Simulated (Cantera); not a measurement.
## Tantalum, niobium, vanadium and zirconium in process gases: Zr + NH3 + H2 + H2O

Charge: 1 mol Zr, 11 mol NH3, 61 mol H2, 0.62 mol H2O, equilibrated at 2225 K and 1.30 bar.

Equilibrium computed with Cantera from the NASA thermochemical tables; the gas is ideal and each condensed phase is pure. Candidate condensed phases: H2O, Zr, ZrN, ZrO2; 28 gas species. Mutual solubility and eutectic melting of coexisting phases are not modelled. ZrN: taken at fixed stoichiometry. Condensed phases not in the tables: solid solutions among these carbides, nitrides and lower oxides. Kinetics and transport are ignored.

- x(H2): 0.933
- x(N2): 0.0617
- x(H): 0.00549
- x(H2O): 0.000247
- x(NH3): 4.17e-6
- n(ZrN(s)): 0.700 mol
- n(ZrO2(tetragonal)): 0.300 mol
- gas amount: 83.50 mol
- log10 activity of Zr(l) (absent): -3.24
